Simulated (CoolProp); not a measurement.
A single-stage vapour-compression cycle with the fluid: evaporating at 210.15 K (dew point), condensing at 260.15 K (bubble point), superheat 2 K, subcooling 2 K, compressor efficiency 0.8, no pressure losses. The same conditions are run with several fluids, on thermodynamics alone (safety and materials aside).

Model: reference Helmholtz-energy equation of state of each fluid (nitrous oxide: Lemmon 2006; ethylene: Smukala 2000; hydrogen chloride: Thol 2018; R410A: Lemmon 2003; R404A: Lemmon 2003; R152A: Outcalt 1996), in CoolProp. Blends and air are pseudo-pure fits.

Task: Rank nitrous oxide, ethylene, hydrogen chloride, R410A, R404A, R152A by cooling COP, highest first.

Result: R152A (2.82), R410A (2.73), R404A (2.67), hydrogen chloride (2.56), nitrous oxide (2.53), ethylene (2.29)

```json
[
 {"fluid": "nitrous oxide", "pressure ratio": "5.84", "discharge temperature (K)": "341.0", "refrigerating effect (kJ/kg)": "256", "volumetric capacity (kJ/m³)": "2570"},
 {"fluid": "ethylene", "pressure ratio": "4.46", "discharge temperature (K)": "314.1", "refrigerating effect (kJ/kg)": "274", "volumetric capacity (kJ/m³)": "3360"},
 {"fluid": "hydrogen chloride", "pressure ratio": "5.93", "discharge temperature (K)": "380.7", "refrigerating effect (kJ/kg)": "336", "volumetric capacity (kJ/m³)": "2260"},
 {"fluid": "R410A", "pressure ratio": "9.59", "discharge temperature (K)": "321.8", "refrigerating effect (kJ/kg)": "217", "volumetric capacity (kJ/m³)": "496"},
 {"fluid": "R404A", "pressure ratio": "9.91", "discharge temperature (K)": "291.6", "refrigerating effect (kJ/kg)": "151", "volumetric capacity (kJ/m³)": "343"},
 {"fluid": "R152A", "pressure ratio": "13.0", "discharge temperature (K)": "322.2", "refrigerating effect (kJ/kg)": "287", "volumetric capacity (kJ/m³)": "134"}
]
```
